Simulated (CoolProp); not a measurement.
Saturation properties of hydrogen chloride.

Computed with CoolProp (reference Helmholtz-energy equation of state, Thol 2018).

```
T (K)  p (kPa)  vapour density (kg/m³)
-----  -------  ----------------------
165.9    23.67                  0.6324
173.7    41.30                   1.059
181.6    68.74                   1.698
189.4    108.6                   2.594
197.2    164.8                   3.822
205.1    242.8                   5.484
212.9    345.2                   7.624
220.8    479.9                   10.40
```

It boils at 188.2 K under 1 atm.
